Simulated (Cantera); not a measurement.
A perfectly stirred reactor is fed with 6.68 % CH4, 0.307 % CO, 19.6 % O2, 73.5 % N2, at 940000 Pa; it is adiabatic with a 525 K inlet, and is followed from long to short residence time, starting on the burning branch (τ in s: 0.15, 0.068, 0.03, 0.014, 0.0061, 0.0027, 0.0012, 0.00054, 0.00024, 0.00011, 4.9e-05, 2.2e-05).

Cantera simulation using GRI-Mech 3.0 (53 species, 325 reactions); the numbers are that mechanism's predictions, not measurements.

**Question.** Predict: blow-out, bracketed by the residence times tried; x(CH4) at τ = 0.150 s; x(CO) at τ = 0.150 s; x(O2) at τ = 0.150 s; x(CH3) at τ = 0.150 s; x(CH4) at τ = 1.20 ms; x(CO) at τ = 1.20 ms; x(O2) at τ = 1.20 ms; x(CH3) at τ = 1.20 ms; x(C2H6) at τ = 1.20 ms.

**Answer.** 
```json
{
 "blow_out_bracketed_by_the_residence_times_tried": "burning at 49.0 µs, out at 22.0 µs",
 "x(CH4) at τ = 0.150 s": "1.02e-6",
 "x(CO) at τ = 0.150 s": "0.000148",
 "x(O2) at τ = 0.150 s": "0.0602",
 "x(CH3) at τ = 0.150 s": "3.00e-7",
 "x(CH4) at τ = 1.20 ms": "6.22e-5",
 "x(CO) at τ = 1.20 ms": "0.00161",
 "x(O2) at τ = 1.20 ms": "0.0611",
 "x(CH3) at τ = 1.20 ms": "1.83e-5",
 "x(C2H6) at τ = 1.20 ms": "8.91e-9"
}
```
